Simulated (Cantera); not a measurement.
An isothermal, constant-pressure homogeneous reactor starts with H2 : O2 : N2 = 0.71 : 1 : 16 (molar parts), equivalence ratio 0.35, at 900 K and 353 Torr.

Cantera simulation using GRI-Mech 3.0 (53 species, 325 reactions); the numbers are that mechanism's predictions, not measurements. Below about 950 K walls govern HO2 and H2O2 in real vessels. The temperature is held fixed by assumption; the heat of reaction is taken as removed at once.

x: mole fraction; the columns are a selection and need not sum to one.

```csv
t (s),x H2,x O2,x NO,x N2O,x OH,x H2O2,x H
7.00e-6,0.0401,0.0565,<1e-12,<1e-12,<1e-12,<1e-12,<1e-12
4.20e-5,0.0401,0.0565,<1e-12,<1e-12,<1e-12,<1e-12,1.27e-12
0.000252,0.0401,0.0565,<1e-12,<1e-12,<1e-12,<1e-12,7.21e-12
0.00151,0.0401,0.0565,<1e-12,<1e-12,5.41e-12,1.19e-12,9.00e-11
0.00904,0.0401,0.0565,<1e-12,1.45e-12,4.61e-8,(withheld),6.14e-7
0.0542,0.00720,0.0406,8.09e-9,5.80e-9,7.44e-8,(withheld),1.65e-7
0.325,0.00568,0.0399,9.68e-9,6.67e-9,1.59e-7,(withheld),2.56e-7
1.95,0.00154,0.0379,5.72e-9,1.08e-8,1.10e-7,(withheld),5.47e-8
11.7,5.99e-5,0.0372,1.14e-9,1.63e-8,2.79e-8,(withheld),5.88e-10
70.0,3.48e-6,0.0372,2.63e-10,1.70e-8,3.53e-9,(withheld),4.53e-12
```

Problem. What belongs in the gaps?

Solution. 
- 0.00904, x H2O2: 6.83e-8
- 0.0542, x H2O2: 2.26e-5
- 0.325, x H2O2: 5.58e-5
- 1.95, x H2O2: 2.49e-5
- 11.7, x H2O2: 3.80e-7
- 70.0, x H2O2: 2.59e-9
